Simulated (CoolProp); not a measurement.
Vapour-liquid equilibrium of cyclohexane (1) + ethylbenzene (2) at 295.5 K; x and y are mole fractions of (1).

Computed with CoolProp (multi-fluid Helmholtz-energy mixture model, Zhou 2014 and Zhou 2012; pair parameters Bell 2016).

Question: Give the bubble pressure and the first vapour's composition at x = 0.275, 0.65, 0.875. Is there an azeotrope?

Answer: x = 0.275: 4.721 kPa, y = 0.828; x = 0.65: 8.458 kPa, y = 0.947; x = 0.875: 10.38 kPa, y = 0.981. No azeotrope shows between x = 0.05 and 0.95.

The pair parameters rest on a limited set of measurements; away from them the model extrapolates.
